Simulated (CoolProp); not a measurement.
The numbers come from the reference Helmholtz-energy equation of state, Lemmon 2022 in CoolProp.

Problem. Give the vapour pressure (kPa), liquid density (kg/m³), enthalpy of vaporisation (kJ/kg), liquid cp (kJ/(kg K)) of saturated R1234yf at 11.35, 29.35 °C.

Solution. 
```
T (°C)  p (kPa)  liquid density (kg/m³)  enthalpy of vaporisation (kJ/kg)  liquid cp (kJ/(kg K))
------  -------  ----------------------  --------------------------------  ---------------------
11.35       456                    1140                               156                   1.34
29.35       770                    1080                               142                   1.41
```
